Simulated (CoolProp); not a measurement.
Vapour-liquid equilibrium of propane (1) + isobutane (2) at 0.00304 MPa; x and y are mole fractions of (1).

Computed with CoolProp (multi-fluid Helmholtz-energy mixture model, Lemmon 2009 and Bücker 2006; pair parameters Kunz 2012).

Q: Give the bubble temperature and the first vapour's composition at x = 0.05, 0.35, 0.95. Is there an azeotrope?

A: x = 0.05: -79.1 °C, y = 0.236; x = 0.35: -89.3 °C, y = 0.773; x = 0.95: -98.9 °C, y = 0.993. No azeotrope shows between x = 0.05 and 0.95.

The pair parameters rest on a limited set of measurements; away from them the model extrapolates. The gap from Raoult's law changes sign with composition, which may be real or a fault of the pair parameters; it wasn't checked against measurements.
